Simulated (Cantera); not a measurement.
Input (Python, Cantera):

```python
import numpy as np
import cantera as ct

gas = ct.Solution("h2o2.yaml")
gas.TPX = 1000, 990, {'H2': 0.018, 'O2': 1}
reactor = ct.IdealGasConstPressureReactor(gas, energy="off", clone=False)
net = ct.ReactorNet([reactor])
net.rtol, net.atol = 1e-08, 1e-18
show = ['H2', 'O2', 'H', 'H2O', 'HO2', 'OH']
times = np.geomspace(6e-05, 40, 9)

steps = ct.SolutionArray(gas, extra=["t"])
rows = []
print(f"{'t/s':>10s}{'T/K':>9s}{'P/Pa':>11s}" + "".join(f"{s:>11s}" for s in show))
for t in times:
    while net.time < t:
        t_next = net.step()
        steps.append(gas.state, t=t_next)
    rows.append([np.interp(t, steps.t, y) for y in (steps.T, steps.P, *steps(*show).X.T)])
    print(f"{t:10.3e}{rows[-1][0]:9.1f}{rows[-1][1]:11.4g}" + "".join(f"{x:11.3e}" for x in rows[-1][2:]))
rate = np.gradient(steps.T, steps.t)
print("integrator steps:", len(steps.t))
if steps.T.max() > steps.T[0] + 200:
    print(f"time of steepest temperature rise: {steps.t[rate.argmax()]:.4e} s")
gas.TPX = 1000, 990, {'H2': 0.018, 'O2': 1}
gas.equilibrate("TP")
print(f"equilibrium (TP): T = {gas.T:.1f} K  " + "  ".join(f"{s} {gas[s].X[0]:.3e}" for s in show))
```

It prints:

```
       t/s      T/K       P/Pa         H2         O2          H        H2O        HO2         OH
 6.000e-05   1000.0        990  1.768e-02  9.823e-01  6.417e-12  6.299e-14  7.520e-12  1.101e-12
 3.207e-04   1000.0        990  1.768e-02  9.823e-01  2.325e-11  6.435e-12  4.038e-11  1.902e-11
 1.714e-03   1000.0        990  1.768e-02  9.823e-01  1.684e-10  4.854e-10  2.210e-10  2.954e-10
 9.165e-03   1000.0        990  1.768e-02  9.823e-01  6.505e-07  3.085e-06  3.404e-08  1.237e-06
 4.899e-02   1000.0        990  1.197e-04  9.739e-01  1.025e-03  1.686e-02  2.310e-06  5.322e-04
 2.619e-01   1000.0        990  1.661e-05  9.809e-01  5.892e-05  1.768e-02  1.038e-06  1.962e-04
 1.400e+00   1000.0        990  8.103e-07  9.821e-01  7.287e-07  1.781e-02  1.915e-07  4.530e-05
 7.483e+00   1000.0        990  4.011e-08  9.822e-01  9.401e-09  1.783e-02  1.999e-08  1.068e-05
 4.000e+01   1000.0        990  3.366e-09  9.822e-01  2.562e-10  1.784e-02  2.251e-09  3.217e-06
integrator steps: 1767
equilibrium (TP): T = 1000.0 K  H2 1.591e-11  O2 9.822e-01  H 9.159e-14  H2O 1.784e-02  HO2 3.945e-10  OH 2.271e-07
```

Cantera simulation using the H2/O2 subset of GRI-Mech 3.0, which has no nitrogen chemistry; the numbers are that mechanism's predictions, not measurements. Radical loss at walls, strong at low pressure, is not modelled.
